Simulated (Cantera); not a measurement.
## Tantalum, niobium, vanadium and zirconium in process gases: V + N₂O

Charge: 1 mol V, 8.2 mol N₂O, at 0.133 bar.

Method: chemical equilibrium by Gibbs-energy minimisation in Cantera with the NASA 1993 tables (ideal gas, pure condensed phases). Candidate condensed phases: V, VN, VO, V₂O₃, V₂O₄, V₂O₅; 13 gas species. Condensed phases not in the tables: the oxides between V₂O₃ and V₂O₅ other than VO₂. Gases not in the tables: V₄O₁₀. Equilibrium is a limit: real reactors are often held back by kinetics, nucleation or transport.

From 750 K to 850 K the condensed part is V₂O₅(s). From 950 K to 1450 K the condensed part is V₂O₅(l). From 1550 K to 1650 K the condensed part is V₂O₄(s).

```
T (K)   x N₂   x O₂      x NO       x O     x VO₂    x NO₂     x N₂O  n V₂O₅(s)  n V₂O₅(l)  n V₂O₄(s)
-----  -----  -----  --------  --------  --------  -------  --------  ---------  ---------  ---------
750    0.742  0.258   8.62e-7    <1e-12    <1e-12  1.93e-7  3.61e-11      0.500          0          0
850    0.742  0.258   4.83e-6  1.03e-12    <1e-12  3.62e-7  1.70e-10      0.500          0          0
950    0.742  0.258   1.89e-5  4.42e-11    <1e-12  5.95e-7  5.80e-10          0      0.500          0
1050   0.742  0.258   5.68e-5  9.30e-10    <1e-12  8.90e-7   1.58e-9          0      0.500          0
1150   0.742  0.258  0.000141   1.16e-8  5.11e-12  1.24e-6   3.63e-9          0      0.500          0
1250   0.742  0.258  0.000303   9.62e-8  3.02e-10  1.65e-6   7.32e-9          0      0.500          0
1350   0.742  0.258  0.000582   5.87e-7   9.56e-9  2.10e-6   1.34e-8          0      0.500          0
1450   0.742  0.257   0.00102   2.79e-6   1.84e-7  2.60e-6   2.26e-8          0      0.500          0
1550   0.725  0.273   0.00170   1.12e-5   2.25e-6  3.28e-6   3.60e-8          0          0      0.500
1650   0.724  0.273   0.00261   3.71e-5   1.83e-5  3.85e-6   5.39e-8          0          0      0.500
```
x: gas mole fraction; n: condensed amount in mol.
